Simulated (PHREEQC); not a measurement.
# Spent oxide etchant: an equilibrium model

Dissolve 64 mmol/kgw HF, 110 mmol/kgw H2SiF6, 0.47 mmol/kgw H3AsO4, 5.7 mmol/kgw HNO3 and 3.5 mmol/kgw H3BO3 at 20 °C. Closed to the air; pH follows from the charge balance.

Model: ion-association model, wateq4f.dat, run in PHREEQC.

Precipitation was switched off in this run.

Question: What pH, ionic strength does the model give?

Answer: pH 0.75; ionic strength 0.340 mol/kgw.

Question: In which forms is As present?

Answer: H3AsO4 96 %, H2AsO4- 4.2 % of the As.

SiF6-2 is the database's only silicon fluoride. Real BF4- forms and hydrolyses slowly; the run takes it at equilibrium.
